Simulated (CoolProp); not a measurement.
Saturation properties of chlorine.

Model: reference Helmholtz-energy equation of state, Thol 2021, in CoolProp.

| T (K) | p (kPa) | liquid density (kg/m³) | enthalpy of vaporisation (kJ/kg) | liquid cp (kJ/(kg K)) |
|---|---|---|---|---|
| 277.2 | 419.5 | 1456 | 263.3 | 0.9655 |
| 282.5 | 494.7 | 1440 | 259.6 | 0.9713 |
| 287.7 | 577.9 | 1425 | 255.9 | 0.9777 |
| 293 | 672.9 | 1409 | 251.9 | 0.9849 |
| 298.2 | 776.8 | 1393 | 247.9 | 0.9928 |
| 303.5 | 894.5 | 1376 | 243.7 | 1.002 |
| 308.8 | 1025 | 1359 | 239.3 | 1.012 |
| 314 | 1165 | 1342 | 234.8 | 1.022 |
| 319.3 | 1322 | 1324 | 230.0 | 1.034 |
| 324.5 | 1491 | 1307 | 225.2 | 1.048 |

It boils at 239.2 K under 1 atm.
